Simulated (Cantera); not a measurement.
Input (Python, Cantera) and output of one run.

```python
import numpy as np
import cantera as ct

gas_names = """
    O O2 O3 S SO SO2 SO3 S2 S2O S8
""".split()
cond_names = """
    S(cr1) S(cr2) S(L)
""".split()


# ... load() reads the species with a 1 bar reference pressure and builds the phases ...
atoms = {
    'SO2': {'S': 1, 'O': 2},
    'O2': {'O': 2},
}
top_T = {}  # K; cautious upper limits of use, not melting points


# ... equilibrate(T, P, feed) seeds the gas with the atoms and calls Mixture.equilibrate('TP', solver="vcs", rtol=1e-11, max_steps=5000) ...
results = []
feed = {'SO2': 1, 'O2': 2}  # mol
P = 910000  # Pa
for T in [1198, 1398, 1598, 1798, 1998, 2198, 2398, 2598, 2798, 2998, 3198, 3398]:
    mix = equilibrate(T, P, feed)
    results.append((T, P, feed, dict(zip(mix.species_names, mix.species_moles))))
    x = sorted(zip(gas.X, gas.species_names), reverse=True)
    print(f"T = {T:g} K  P = {P:g} Pa  gas = {mix.phase_moles(0):.4g} mol")
    print("   x: " + "  ".join(f"{s} {v:.3e}" for v, s in x if v > 0.0001))
    print("   condensed (mol): " + ("  ".join(f"{mix.phase(i).name} {mix.phase_moles(i):.4g}"
          for i in range(1, mix.n_phases) if mix.phase_moles(i) > 1e-12) or "none"))
```

Output:

```
T = 1198 K  P = 910000 Pa  gas = 2.806 mol
   x: O2 6.437e-01  SO2 2.183e-01  SO3 1.381e-01
   condensed (mol): none
T = 1398 K  P = 910000 Pa  gas = 2.931 mol
   x: O2 6.588e-01  SO2 2.941e-01  SO3 4.711e-02
   condensed (mol): none
T = 1598 K  P = 910000 Pa  gas = 2.973 mol
   x: O2 6.636e-01  SO2 3.181e-01  SO3 1.828e-02
   condensed (mol): none
T = 1798 K  P = 910000 Pa  gas = 2.987 mol
   x: O2 6.652e-01  SO2 3.262e-01  SO3 8.499e-03
   condensed (mol): none
T = 1998 K  P = 910000 Pa  gas = 2.993 mol
   x: O2 6.658e-01  SO2 3.295e-01  SO3 4.581e-03  O 1.782e-04
   condensed (mol): none
T = 2198 K  P = 910000 Pa  gas = 2.997 mol
   x: O2 6.656e-01  SO2 3.308e-01  SO3 2.763e-03  O 7.222e-04  SO 1.021e-04
   condensed (mol): none
T = 2398 K  P = 910000 Pa  gas = 3.001 mol
   x: O2 6.645e-01  SO2 3.310e-01  O 2.319e-03  SO3 1.813e-03  SO 4.046e-04
   condensed (mol): none
T = 2598 K  P = 910000 Pa  gas = 3.009 mol
   x: O2 6.615e-01  SO2 3.297e-01  O 6.219e-03  SO 1.293e-03  SO3 1.266e-03
   condensed (mol): none
T = 2798 K  P = 910000 Pa  gas = 3.026 mol
   x: O2 6.550e-01  SO2 3.261e-01  O 1.446e-02  SO 3.484e-03  SO3 9.221e-04
   condensed (mol): none
T = 2998 K  P = 910000 Pa  gas = 3.057 mol
   x: O2 6.430e-01  SO2 3.182e-01  O 2.989e-02  SO 8.150e-03  SO3 6.882e-04
   condensed (mol): none
T = 3198 K  P = 910000 Pa  gas = 3.113 mol
   x: O2 6.228e-01  SO2 3.037e-01  O 5.602e-02  SO 1.685e-02  SO3 5.160e-04  S 1.845e-04
   condensed (mol): none
T = 3398 K  P = 910000 Pa  gas = 3.206 mol
   x: O2 5.917e-01  SO2 2.798e-01  O 9.643e-02  SO 3.109e-02  S 6.478e-04  SO3 3.804e-04
   condensed (mol): none
```

Cantera equilibrium calculation (NASA polynomials, part measured and part estimated; ideal gas, pure solids and liquids).
